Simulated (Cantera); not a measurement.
A Cantera script and what it prints.

```python
import numpy as np
import cantera as ct

gas_names = """
    CL CL2 H HCL H2 Li LiCL LiH LiN Li2 Li2CL2 Li3CL3 N NH NH2 NH3 N2 N2H2 N2H4
""".split()
cond_names = """
    Li(cr) Li(L) LiCL(s) LiCL(L) LiH(s) LiH(L) Li3N(s) NH4CL(a) NH4CL(b)
""".split()


def load(file, names, dense=False):
    # The tables refer to 1 bar. Condensed volumes are neglected.
    table = {s.name: s for s in ct.Species.list_from_file(file)}
    out = []
    for n in names:
        d = dict(table[n].input_data)
        d["thermo"] = dict(d["thermo"], **{"reference-pressure": 1e5})
        if dense:
            d["equation-of-state"] = {"model": "constant-volume", "density": "1e6 g/cm^3"}
        out.append(ct.Species.from_dict(d))
    return out


gas = ct.Solution(thermo="ideal-gas", species=load("nasa_gas.yaml", gas_names))
cond = {s.name: ct.Solution(thermo="fixed-stoichiometry", species=[s], name=s.name)
        for s in load("nasa_condensed.yaml", cond_names, dense=True)}
atoms = {
    'LiCl': {'Li': 1, 'CL': 1},
    'H2': {'H': 2},
    'N2': {'N': 2},
}
top_T = {'Li3N(s)': 1080}  # K; cautious upper limits of use, not melting points


def equilibrate(T, P, feed):
    n = {}
    for name, mol in feed.items():
        for a, k in atoms[name].items():
            n[a] = n.get(a, 0.0) + k * mol
    gas.TPX = T, P, n
    mass = sum(n.values()) * gas.mean_molecular_weight
    gas.equilibrate("TP")
    valid = [c for c in cond.values() if c.min_temp <= T <= top_T.get(c.name, c.max_temp)]
    mix = ct.Mixture([(gas, mass / gas.mean_molecular_weight)] + [(c, 0.0) for c in valid])
    mix.T, mix.P = T, P
    mix.equilibrate("TP", solver="vcs", rtol=1e-11, max_steps=5000)
    return mix


results = []
feed = {'LiCl': 1, 'H2': 20, 'N2': 18}  # mol
P = 16  # Pa
for T in [823, 923, 1023, 1123, 1223, 1323, 1423, 1523]:
    mix = equilibrate(T, P, feed)
    results.append((T, P, feed, dict(zip(mix.species_names, mix.species_moles))))

top = {s: max(r[3][s] / sum(r[3][g] for g in gas_names) for r in results) for s in gas_names}
cols = sorted((s for s in top if top[s] > 0.0001), key=lambda s: -top[s])[:7]
seen = [c for c in cond_names if any(r[3].get(c, 0) > 1e-12 for r in results)]
print("log10 of partial pressures in bar; condensed amounts in mol")
print(f"{'T/K':>10s}" + "".join(f"{s[:9]:>10s}" for s in cols + seen))
for T, P, feed, n in results:
    ng = sum(n[g] for g in gas_names)
    print(f"{T:10.4g}" + "".join(f"{np.log10(max(n[s] / ng * P / 1e5, 1e-99)):10.3f}" for s in cols)
          + "".join(f"{n.get(c, 0):10.4g}" for c in seen))
```

Output:

```
log10 of partial pressures in bar; condensed amounts in mol
       T/K        H2        N2      LiCL    Li2CL2         H        Li       HCL
       823    -4.082    -4.127    -5.983    -5.844   -13.175   -11.105   -11.104
       923    -4.085    -4.130    -5.510    -6.294   -11.654    -9.966    -9.966
      1023    -4.086    -4.131    -5.401    -7.193   -10.426    -9.186    -9.185
      1123    -4.086    -4.132    -5.389    -8.086    -9.414    -8.583    -8.582
      1223    -4.086    -4.132    -5.388    -8.848    -8.565    -8.083    -8.083
      1323    -4.086    -4.132    -5.389    -9.497    -7.843    -7.660    -7.659
      1423    -4.086    -4.132    -5.392   -10.056    -7.221    -7.297    -7.297
      1523    -4.087    -4.132    -5.399   -10.547    -6.680    -6.983    -6.984
```

Equilibrium computed with Cantera from the NASA thermochemical tables; the gas is ideal and each condensed phase is pure.
